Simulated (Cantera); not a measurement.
Feed: 1 mol Si, a varied amount of Cl2, 12 mol H2, at 625 °C and 1 atm.

Cantera equilibrium calculation (NASA polynomials, part measured and part estimated; ideal gas, pure solids and liquids). Candidate condensed phases: Si; 19 gas species. The tables' values for SiCl3 are old estimates; treat these amounts as uncertain. Rates play no part.

x: gas mole fraction; n: condensed amount in mol.

| n(Cl2) (mol) | x H2 | x SiCl4 | x SiHCl3 | x HCl | n Si(s) |
|---|---|---|---|---|---|
| 0.5 | 0.974 | 0.0108 | 0.0113 | 0.00260 | 0.716 |
| 0.57 | 0.971 | 0.0125 | 0.0126 | 0.00269 | 0.677 |
| 0.65 | 0.967 | 0.0145 | 0.0140 | 0.00279 | 0.632 |
| 0.73 | 0.964 | 0.0166 | 0.0155 | 0.00288 | 0.587 |
| 0.83 | 0.959 | 0.0191 | 0.0172 | 0.00297 | … |
| 0.95 | 0.954 | 0.0222 | 0.0192 | 0.00308 | … |
| 1.1 | 0.947 | 0.0262 | 0.0216 | 0.00320 | … |
| 1.2 | 0.943 | 0.0288 | 0.0231 | 0.00326 | … |
| 1.4 | 0.934 | 0.0340 | 0.0261 | 0.00339 | … |
| 1.6 | 0.926 | 0.0393 | 0.0289 | 0.00350 | … |
| 1.8 | 0.918 | 0.0452 | 0.0308 | 0.00375 | 0 |
| 2 | 0.910 | 0.0641 | 0.0125 | 0.0130 | 0 |

Q: Complete the blanks.

A: 
- 0.83, n Si(s): 0.531
- 0.95, n Si(s): 0.465
- 1.1, n Si(s): 0.381
- 1.2, n Si(s): 0.326
- 1.4, n Si(s): 0.216
- 1.6, n Si(s): 0.106
